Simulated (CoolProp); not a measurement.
A simple Rankine cycle with hexamethyldisiloxane (MM): condensing at 301.15 K, boiler at 0.934 MPa, turbine inlet 619 K, turbine efficiency 0.7, pump efficiency 0.6, no recuperator. Each further row changes one setting.

Model: reference Helmholtz-energy equation of state, Thol 2016, in CoolProp.

```json
[
 {"case": "as stated", "thermal efficiency (%)": "[?]", "net work (kJ/kg)": "99.4", "heat in (kJ/kg)": "819", "turbine exit temperature (K)": "[?]", "volume ratio over the turbine": "146"},
 {"case": "condensing temperature 293.15 K", "thermal efficiency (%)": "12.9", "net work (kJ/kg)": "107", "heat in (kJ/kg)": "[?]", "turbine exit temperature (K)": "[?]", "volume ratio over the turbine": "[?]"},
 {"case": "boiler pressure 0.654 MPa", "thermal efficiency (%)": "[?]", "net work (kJ/kg)": "[?]", "heat in (kJ/kg)": "[?]", "turbine exit temperature (K)": "572.4", "volume ratio over the turbine": "99.7"},
 {"case": "turbine efficiency 0.6", "thermal efficiency (%)": "10.4", "net work (kJ/kg)": "84.9", "heat in (kJ/kg)": "819", "turbine exit temperature (K)": "574.5", "volume ratio over the turbine": "147"}
]
```

Task: What belongs in the gaps?

Result: 
- as stated, thermal efficiency (%): 12.1
- as stated, turbine exit temperature (K): 567.9
- condensing temperature 293.15 K, heat in (kJ/kg): 834
- condensing temperature 293.15 K, turbine exit temperature (K): 564.2
- condensing temperature 293.15 K, volume ratio over the turbine: 218
- boiler pressure 0.654 MPa, thermal efficiency (%): 11.4
- boiler pressure 0.654 MPa, net work (kJ/kg): 93.9
- boiler pressure 0.654 MPa, heat in (kJ/kg): 823
